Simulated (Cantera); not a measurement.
A perfectly stirred reactor is fed with C₂H₆ : N₂ = 1 : 44 (molar parts), at 0.00355 atm; it is held at 1975 K, and followed from long to short residence time.

Cantera simulation using GRI-Mech 3.0 (53 species, 325 reactions); the numbers are that mechanism's predictions, not measurements. GRI-Mech 3.0 stops at C3 and has no aromatics, soot or wall deposition, so with more carbon than oxygen in the feed, carbon stays in small species such as C2H2 where larger ones or solid carbon would form. Radical loss at walls, strong at low pressure, is not modelled.

One state of this run: x C₂H₆ = 0.00235; x CH₃ = 0.0125; x C₂H = 1.29e-5; x C₂H₂ = 0.00621; x H₂ = 0.0155; x HCN = 3.56e-5. x: mole fraction; the columns are a selection and need not sum to one.

**Question.** Which value of τ (s) does it belong to?
A. 0.0078
B. 0.016
C. 0.0019
D. 1.0

**Answer.** C, 0.0019
